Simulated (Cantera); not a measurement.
Charge: 1 mol CH₃Cl, 1.1 mol H₂, 1.5 mol HCl, held at 2700 K and 10.0 mbar.

These are equilibrium values from Cantera (NASA tables, ideal gas, pure condensed phases), not measurements of a reactor. Candidate condensed phases: C, C₆H₆, C₇H₈, C₈H₁₈; 91 gas species. Rates play no part.

Base state: H 0.300, H₂ 0.278, HCl 0.236, Cl 0.177, C₂H₂ (acetylene) 0.00657, C₃ 0.000880, C₂H 0.000750, C 0.000212 (mole fractions); condensed: C(graphite).

Task: What changes in the equilibrium state with this change: CH₃Cl replaced by CCl₄?

Result: 
```json
[
 {"species": "Cl", "before": "0.177", "after": "0.509"},
 {"species": "HCl", "before": "0.236", "after": "0.301"},
 {"species": "H", "before": "0.300", "after": "0.133"},
 {"species": "H₂", "before": "0.278", "after": "0.0544"},
 {"species": "Cl₂", "before": "1.07e-5", "after": "8.89e-5"},
 {"species": "C₄H₂", "before": "6.43e-5", "after": "1.26e-5"},
 {"species": "C₂H₂ (acetylene)", "before": "0.00657", "after": "0.00128"},
 {"species": "C(graphite), mol", "before": "0.890", "after": "0.955"}
]
```
